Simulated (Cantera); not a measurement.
Feed: 1 mol B, 1.7 mol NH₃, 130 mol N₂, equilibrated at 2100 K and 1000 Pa.

Equilibrium computed with Cantera from the NASA thermochemical tables; the gas is ideal and each condensed phase is pure. Candidate condensed phases: B, BN; 15 gas species. Equilibrium is a limit: real reactors are often held back by kinetics, nucleation or transport.

Base state: N₂ 0.979, H₂ 0.0171, H 0.00408, B 1.45e-5 (mole fractions); condensed: BN(s).

Q: What changes in the equilibrium state with this change: temperature from 2100 K to 1800 K?

A: 
```tsv
species	before	after
N₂	0.979	0.981
H₂	0.0171	0.0189
H	0.00408	0.000493
B	1.45e-5	6.83e-9
BN(s), mol	0.997	1.000
```

Q: What changes in the equilibrium state with this change: NH₃ from 1.7 to 0.57 mol?

A: 
```json
[
 {"species": "N₂", "before": "0.979", "after": "0.992"},
 {"species": "H₂", "before": "0.0171", "after": "0.00539"},
 {"species": "H", "before": "0.00408", "after": "0.00229"},
 {"species": "B", "before": "1.45e-5", "after": "1.44e-5"},
 {"species": "BN(s), mol", "before": "0.997", "after": "0.998"}
]
```

Q: What changes in the equilibrium state with this change: B replaced by borazine?

A: 
```tsv
species	before	after
N₂	0.979	0.956
H₂	0.0171	0.0375
H	0.00408	0.00604
B	1.45e-5	1.47e-5
BN(s), mol	0.997	3.00
```
The feed counts by its element totals alone.
